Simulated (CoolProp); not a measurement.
Vapour-liquid equilibrium of dimethyl ether (1) + ethanol (2) at 31.35 °C; x and y are mole fractions of (1).

Model: multi-fluid Helmholtz-energy mixture model, Wu 2011 and Schroeder 2014; pair parameters Bell 2016, in CoolProp.

```tsv
x	bubble pressure (MPa)	y at the bubble point	dew pressure at overall composition x (MPa)	liquid density (mol/L)
0.05	0.06809	0.839	0.01187	16.83
0.15	0.1713	0.939	0.01326	16.63
0.25	0.2603	0.963	0.01502	16.42
0.35	0.3361	0.973	0.01732	16.20
0.45	0.4003	0.979	0.02044	15.96
0.55	0.4557	0.983	0.02494	15.70
0.65	0.5057	0.987	0.03197	15.42
0.75	0.5545	0.990	0.04450	15.10
0.85	0.6070	0.993	0.07312	14.75
0.95	0.6691	0.997	0.2029	14.35
```

No azeotrope shows between x = 0.05 and 0.95.

Pair parameters are fitted to limited data, so mixtures are less certain than the pure fluids.
